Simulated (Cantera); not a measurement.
An adiabatic, constant-volume homogeneous reactor starts with 6.05 % CH₄, 18.9 % O₂, 71.4 % N₂, 3.69 % H₂O, at 1250 K and 1.00 bar.

Computed with Cantera and GRI-Mech 3.0 (53 species, 325 reactions).

Task: Predict: time of steepest temperature rise; temperature at 0.300 s; equilibrium temperature; x(O₂) at 0.300 s; x(H₂O) at 0.300 s; x(CO₂) at 0.300 s; x(NO) at 0.300 s; x(CO) at 0.300 s.

Result: 
```
Item                                                                Result
---------------------------------  ---------------------------------------
time of steepest temperature rise                                  19.2 ms
temperature at 0.300 s                                              2565 K
equilibrium temperature                                             2565 K
x(O₂) at 0.300 s                     0.0612 (gas-phase equilibrium 0.0612)
x(H₂O) at 0.300 s                      0.146 (gas-phase equilibrium 0.146)
x(CO₂) at 0.300 s                    0.0522 (gas-phase equilibrium 0.0522)
x(NO) at 0.300 s                     0.0131 (gas-phase equilibrium 0.0131)
x(CO) at 0.300 s                   0.00760 (gas-phase equilibrium 0.00760)
```
